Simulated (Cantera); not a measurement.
Diamond growth

A diamond (100) surface in a fixed gas of H2 with x(CH4) = 0.012, x(H) = 0.00078, x(CH3) = 1.3e-05, at 925 K; coverages are run to steady state.

Computed with Cantera and the Harris–Goodwin 1993 mechanism for the reconstructed diamond (100) surface.

| P (Pa) | growth (µm/h) | θ c6HH | θ c6H* | θ c6*H | θ c6** | θ c6HM |
|---|---|---|---|---|---|---|
| 360 | 0.0113 | 0.662 | 0.0120 | 0.310 | 0.00513 | 0.00835 |
| 640 | 0.0233 | 0.661 | 0.0120 | 0.309 | 0.00512 | 0.00968 |
| 1100 | 0.0438 | 0.660 | 0.0120 | 0.309 | 0.00511 | 0.0106 |
| 2000 | 0.0844 | 0.660 | 0.0120 | 0.309 | 0.00511 | 0.0112 |
| 3700 | 0.162 | 0.659 | 0.0120 | 0.309 | 0.00511 | 0.0117 |
| 6600 | 0.294 | 0.659 | 0.0120 | 0.309 | 0.00511 | 0.0119 |
| 12000 | 0.541 | 0.659 | 0.0120 | 0.308 | 0.00511 | 0.0120 |
| 21000 | 0.951 | 0.659 | 0.0120 | 0.308 | 0.00511 | 0.0121 |
θ: site fractions in the mechanism's names (c6HH fully hydrogenated, c6H* and c6*H radical sites, c6** diradical, c6HM methylated).
